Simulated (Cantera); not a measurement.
Charge: 1 mol Ta₂O₅, 0.77 mol CH₄, 2.8 mol H₂, held at 13.0 mbar.

Method: chemical equilibrium by Gibbs-energy minimisation in Cantera with the NASA 1993 tables (ideal gas, pure condensed phases). Candidate condensed phases: C, C₆H₆, C₇H₈, C₈H₁₈, H₂O, Ta, TaC, Ta₂O₅; 113 gas species. Mutual solubility and eutectic melting of coexisting phases are not modelled. Condensed phases not in the tables: Ta₂C, N, O or C dissolved in the metal. Kinetics and transport are ignored. All values below are at 1827 °C.

Base state: H₂ 0.824, CO 0.149, H 0.0248, H₂O 0.00222, TaO₂ 0.000399, CO₂ 8.11e-5, TaO 7.80e-5 (mole fractions); condensed: Ta(s) + Ta₂O₅(l).

Problem. What changes in the equilibrium state with this change: pressure from 13.0 mbar to 2.20 bar?

Solution. 
```csv
species,before,after
H₂,0.824,0.881
CO,0.149,0.111
H₂O,0.00222,0.00577
H,0.0248,0.00197
TaO₂,0.000399,1.51e-6
TaO,7.80e-5,1.22e-7
CO₂,8.11e-5,0.000147
"Ta(s), mol",0.312,0
"Ta₂O₅(l), mol",0.843,0.886
"TaC(s), mol",0,0.228
```
TaC: taken at fixed stoichiometry. Condensed phases not in the tables: Ta₂C.
